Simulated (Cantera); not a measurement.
Input: 1 mol Si, 1.1 mol HF, 44 mol H2, at 10.0 Torr.

Method: chemical equilibrium by Gibbs-energy minimisation in Cantera with the NASA 1993 tables (ideal gas, pure condensed phases). Candidate condensed phases: Si; 25 gas species. The tables' values for SiF3, SiF2 are old estimates; treat these amounts as uncertain. Equilibrium is a limit: real reactors are often held back by kinetics, nucleation or transport.

x: gas mole fraction; n: condensed amount in mol.

```csv
T (°C),x H2,x SiF4,x HF,x SiF3,x SiF2,x SiHF3,x H,n Si(s)
475,0.994,0.00572,8.90e-8,2.49e-7,8.58e-11,0.000534,2.48e-12,0.718
575,0.994,0.00566,1.05e-6,2.63e-6,5.21e-9,0.000608,1.64e-10,0.717
675,0.994,0.00560,7.29e-6,1.67e-5,1.31e-7,0.000670,4.53e-9,0.716
775,0.994,0.00551,3.48e-5,7.41e-5,1.76e-6,0.000719,6.67e-8,0.715
875,0.993,0.00532,[?],0.000248,1.48e-5,0.000750,[?],0.714
975,0.993,0.00492,0.000362,0.000658,8.52e-5,0.000748,4.03e-6,0.710
1075,0.992,[?],[?],0.00139,0.000358,[?],[?],0.702
1175,0.991,0.00296,0.00175,0.00230,0.00111,0.000559,7.95e-5,0.686
1275,0.989,0.00165,0.00300,0.00284,0.00257,0.000373,0.000265,0.663
```

Task: Some entries are withheld; supply them.

Result: 
- 1075, x SiF4: 0.00415
- 1075, x HF: 0.000867
- 1075, x SiHF3: 0.000690
- 1075, x H: 2.00e-5
- 875, x HF: 0.000125
- 875, x H: 6.18e-7
